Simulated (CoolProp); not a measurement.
Vapour-liquid equilibrium of fluoroethane (R161) (1) + R227EA (2) at 248.9 K; x and y are mole fractions of (1).

The numbers come from the multi-fluid Helmholtz-energy mixture model, Wu 2012 and Lemmon 2016; pair parameters Bell 2016 in CoolProp.

```tsv
x	bubble pressure, mixture model (bar)	bubble pressure, Raoult's law (bar)	y, mixture model	y, Raoult's law
0.05	?	0.7651	0.061	0.118
0.15	0.7519	0.8740	0.215	0.309
0.25	0.8185	0.9828	?	0.458
0.35	?	1.092	0.544	0.577
0.45	1.034	1.201	0.675	0.674
0.55	1.169	1.309	?	0.756
0.65	?	1.418	0.851	0.825
0.75	1.453	1.527	?	0.884
0.85	1.593	1.636	0.951	0.935
0.95	1.731	1.745	0.985	0.980
```

Q: Some entries are withheld; supply them.

A: 
- 0.05, bubble pressure, mixture model (bar): 0.7173
- 0.25, y, mixture model: 0.385
- 0.35, bubble pressure, mixture model (bar): 0.9148
- 0.55, y, mixture model: 0.776
- 0.65, bubble pressure, mixture model (bar): 1.310
- 0.75, y, mixture model: 0.908

The largest gap from Raoult's law is -16.7 % in bubble pressure, at x = 0.25. No azeotrope shows between x = 0.05 and 0.95.

Pair parameters are fitted to limited data, so mixtures are less certain than the pure fluids.
